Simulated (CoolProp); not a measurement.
Vapour-liquid equilibrium of sulfur dioxide (1) + toluene (2) at 338.9 K; x and y are mole fractions of (1).

The numbers come from the multi-fluid Helmholtz-energy mixture model, Gao 2016 and Lemmon 2006; pair parameters Bell 2016 in CoolProp.

```
x     bubble pressure, mixture model (kPa)  bubble pressure, Raoult's law (kPa)  y, mixture model  y, Raoult's law
----  ------------------------------------  -----------------------------------  ----------------  ---------------
0.05                                   ___                                85.87             0.662            0.744
0.2                                  228.4                                273.9             0.914            0.932
0.35                                 419.8                                462.0             0.960            0.967
0.5                                    ___                                650.1               ___            0.982
0.65                                 810.9                                838.1             0.987            0.990
0.8                                    ___                                 1026             0.993            0.995
0.95                                  1204                                 1214             0.998            0.999
```

Fill in the missing entries.


- 0.05, bubble pressure, mixture model (kPa): 66.28
- 0.5, bubble pressure, mixture model (kPa): 617.8
- 0.5, y, mixture model: 0.978
- 0.8, bubble pressure, mixture model (kPa): 1002

The largest gap from Raoult's law is -22.8 % in bubble pressure, at x = 0.05. No azeotrope shows between x = 0.05 and 0.95.

Pair parameters are fitted to limited data, so mixtures are less certain than the pure fluids.
